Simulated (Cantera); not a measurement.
Hydrogen reduction and annealing atmospheres: Fe3O4 + H2

A closed system holds: 1 mol Fe3O4, 11 mol H2, equilibrated at 91.0 Pa.

Cantera equilibrium calculation (NASA polynomials, part measured and part estimated; ideal gas, pure solids and liquids). Candidate condensed phases: Fe, FeO, Fe(OH)2, Fe(OH)3, Fe2O3, Fe3O4, H2O; 12 gas species. Each liquid is taken as pure. Mutual solubility and eutectic melting of coexisting phases are not modelled. The tables' stoichiometric FeO is somewhat more stable than real wüstite, so its field is too wide. FeO: taken at fixed stoichiometry. Kinetics and transport are ignored.

At 1798 K the condensed part is Fe(δ) + FeO(l). From 1823 K to 1923 K the condensed part is Fe(l) + FeO(l). At 1948 K the condensed part is FeO(l). From 1973 K to 2123 K nothing is condensed. The main Fe-bearing gas is Fe throughout.

```csv
T (K),x H2,x H2O,x Fe,x H,x OH,x FeO,x O,x O2,n Fe(δ),n FeO(l),n Fe(l)
1798,0.659,0.300,0.0315,0.00947,0.000284,0.000166,3.16e-6,6.38e-7,2.07,0.568,0
1823,0.648,0.295,0.0447,0.0116,0.000366,0.000255,5.03e-6,1.01e-6,0,0.571,1.91
1848,0.633,0.290,0.0626,0.0140,0.000471,0.000385,7.93e-6,1.60e-6,0,0.562,1.69
1873,0.613,0.282,0.0869,0.0168,0.000598,0.000575,1.24e-5,2.49e-6,0,0.552,1.38
1898,0.588,0.271,0.119,0.0199,0.000751,0.000850,1.91e-5,3.85e-6,0,0.543,0.934
1923,0.555,0.257,0.163,0.0233,0.000929,0.00124,2.91e-5,5.87e-6,0,0.534,0.276
1948,0.508,0.266,0.196,0.0267,0.00126,0.00180,4.92e-5,1.12e-5,0,0.243,0
1973,0.480,0.277,0.208,0.0310,0.00170,0.00225,8.07e-5,2.01e-5,0,0,0
1998,0.476,0.275,0.208,0.0367,0.00211,0.00239,0.000119,2.97e-5,0,0,0
2023,0.471,0.274,0.207,0.0432,0.00261,0.00253,0.000174,4.35e-5,0,0,0
2048,0.466,0.272,0.206,0.0507,0.00322,0.00268,0.000253,6.32e-5,0,0,0
2073,0.460,0.269,0.205,0.0591,0.00394,0.00283,0.000363,9.09e-5,0,0,0
2098,0.453,0.266,0.203,0.0687,0.00479,0.00298,0.000518,0.000130,0,0,0
2123,0.446,0.263,0.202,0.0794,0.00580,0.00314,0.000732,0.000184,0,0,0
```
x: gas mole fraction; n: condensed amount in mol.
